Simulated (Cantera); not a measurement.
Feed: 1 mol Si3N4, 0.017 mol CO2, 530 mol N2, equilibrated at 2248 K and 0.0230 bar.

These are equilibrium values from Cantera (NASA tables, ideal gas, pure condensed phases), not measurements of a reactor. Candidate condensed phases: C, Si, SiC, SiO2, Si2N2O, Si3N4; 34 gas species. The tables' values for SiN are old estimates; treat these amounts as uncertain. The numbers say what is thermodynamically allowed, not how fast it happens.

Base state: N2 0.994, Si 0.00533, SiN 0.000124, SiO 4.16e-5, Si2N 2.78e-5, CO 2.19e-5, Si2 1.97e-5 (mole fractions); condensed: gas only.

Task: What changes in the equilibrium state with this change: temperature from 2248 K to 1200 K?

Result: 
| species | before | after |
|---|---|---|
| N2 | 0.994 | 1.000 |
| CO | 2.19e-5 | 1.53e-6 |
| Si | 0.00533 | <1e-9 |
| SiN | 0.000124 | <1e-9 |
| SiO | 4.16e-5 | <1e-9 |
| Si2N | 2.78e-5 | <1e-9 |
| Si2 | 1.97e-5 | <1e-9 |
| C(graphite), mol | 0 | 0.0162 |
| Si2N2O(s), mol | 0 | 0.0332 |
| Si3N4(s), mol | 0 | 0.978 |
Mutual solubility and eutectic melting of coexisting phases are not modelled.

Task: What changes in the equilibrium state with this change: CO2 from 0.017 to 2 mol?

Result: 
| species | before | after |
|---|---|---|
| N2 | 0.994 | 0.991 |
| SiO | 4.16e-5 | 0.00373 |
| CO | 2.19e-5 | 0.00372 |
| Si2N | 2.78e-5 | 3.19e-6 |
| Si2 | 1.97e-5 | 2.27e-6 |
